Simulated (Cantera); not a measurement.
Equilibrium for abatement and gas-phase synthesis: HF + O₂ + H₂

Feed: 1 mol HF, 0.28 mol O₂, a varied amount of H₂, equilibrated at 327 °C and 28.0 mbar.

Cantera equilibrium calculation (NASA polynomials, part measured and part estimated; ideal gas, pure solids and liquids). Candidate condensed phases: H₂O; 22 gas species. Equilibrium is a limit: real reactors are often held back by kinetics, nucleation or transport.

```json
[
 {"n(H₂) (mol)": "0.37", "log p H₂": "<-13", "log p HF": "-1.72", "log p H₂O": "-2.15", "log p O₂": "-2.74", "log p H₂F₂": "-6.81"},
 {"n(H₂) (mol)": "0.54", "log p H₂": "<-13", "log p HF": "-1.74", "log p H₂O": "-2.01", "log p O₂": "-3.74", "log p H₂F₂": "-6.86"},
 {"n(H₂) (mol)": "0.78", "log p H₂": "-2.46", "log p HF": "-1.80", "log p H₂O": "-2.06", "log p O₂": "<-13", "log p H₂F₂": "-6.98"},
 {"n(H₂) (mol)": "1.1", "log p H₂": "-2.14", "log p HF": "-1.88", "log p H₂O": "-2.13", "log p O₂": "<-13", "log p H₂F₂": "-7.12"},
 {"n(H₂) (mol)": "1.6", "log p H₂": "-1.95", "log p HF": "-1.97", "log p H₂O": "-2.22", "log p O₂": "<-13", "log p H₂F₂": "-7.31"},
 {"n(H₂) (mol)": "2.4", "log p H₂": "-1.82", "log p HF": "-2.08", "log p H₂O": "-2.34", "log p O₂": "<-13", "log p H₂F₂": "-7.54"},
 {"n(H₂) (mol)": "3.5", "log p H₂": "-1.74", "log p HF": "-2.21", "log p H₂O": "-2.46", "log p O₂": "<-13", "log p H₂F₂": "-7.79"},
 {"n(H₂) (mol)": "5", "log p H₂": "-1.68", "log p HF": "-2.33", "log p H₂O": "-2.58", "log p O₂": "<-13", "log p H₂F₂": "-8.04"}
]
```
log p: log10 of the partial pressure in bar; nothing condenses.

From 0.37 mol H₂ to 5 mol H₂ nothing is condensed.
